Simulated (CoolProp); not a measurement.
Vapour-liquid equilibrium of acetone (1) + methanol (2) at 254.8 K; x and y are mole fractions of (1).

Values from CoolProp's multi-fluid Helmholtz-energy mixture model, Lemmon 2006 and de Reuck 1993; pair parameters Bell 2016.

| x | bubble pressure (MPa) | y at the bubble point | dew pressure at overall composition x (MPa) | liquid density (mol/L) |
|---|---|---|---|---|
| 0.05 | 0.001480 | 0.251 | 0.001214 | 24.89 |
| 0.15 | 0.001938 | 0.475 | 0.001334 | 23.21 |
| 0.25 | 0.002246 | 0.582 | 0.001479 | 21.72 |
| 0.35 | 0.002469 | 0.649 | 0.001657 | 20.38 |
| 0.45 | 0.002644 | 0.700 | 0.001876 | 19.18 |
| 0.55 | 0.002791 | 0.746 | [?] | [?] |
| 0.65 | 0.002921 | 0.790 | 0.002472 | [?] |
| 0.75 | 0.003037 | 0.838 | 0.002804 | 16.22 |
| 0.85 | 0.003138 | 0.892 | 0.003063 | 15.41 |
| 0.95 | 0.003213 | 0.959 | [?] | 14.67 |

Question: Fill in the missing entries.

Answer: 
- 0.55, dew pressure at overall composition x (MPa): 0.002148
- 0.55, liquid density (mol/L): 18.09
- 0.65, liquid density (mol/L): 17.11
- 0.95, dew pressure at overall composition x (MPa): 0.003206

No azeotrope shows between x = 0.05 and 0.95.

The pair parameters rest on a limited set of measurements; away from them the model extrapolates.
